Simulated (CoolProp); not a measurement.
20 sccm (0 °C, 1 atm) of nitrogen bubbles through liquid n-perfluorohexane at 302.6 K and leaves saturated at a total pressure of 0.145 MPa (ideal gas phase). Each further row changes one setting.

Computed with CoolProp (reference Helmholtz-energy equation of state, Gao 2022).

```csv
case,vapour pressure (kPa),mole fraction of vapour,delivery (mg/min),delivery (sccm),change of delivery for a bath 1 K warmer (%)
as stated,35.6,(withheld),98.2,(withheld),5.8
bath temperature 307.6 K,43.8,(withheld),130,(withheld),6.0
total pressure 0.29 MPa,35.6,(withheld),(withheld),2.80,4.9
```

### Question
Some entries are withheld; supply them.

### Answer

- as stated, mole fraction of vapour: 0.246
- as stated, delivery (sccm): 6.51
- bath temperature 307.6 K, mole fraction of vapour: 0.302
- bath temperature 307.6 K, delivery (sccm): 8.65
- total pressure 0.29 MPa, mole fraction of vapour: 0.123
- total pressure 0.29 MPa, delivery (mg/min): 42.2
